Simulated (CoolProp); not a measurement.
Vapour-liquid equilibrium of n-pentane (1) + cyclohexane (2) at 2.42 bar; x and y are mole fractions of (1).

Computed with CoolProp (multi-fluid Helmholtz-energy mixture model, Thol 2019 and Zhou 2014; pair parameters Bell 2016).

Question: Give the bubble temperature and the first vapour's composition at x = 0.05, 0.35, 0.95. Is there an azeotrope?

Answer: x = 0.05: 381.1 K, y = 0.148; x = 0.35: 360.7 K, y = 0.644; x = 0.95: 338.7 K, y = 0.984. No azeotrope shows between x = 0.05 and 0.95.

Pair parameters are fitted to limited data, so mixtures are less certain than the pure fluids.
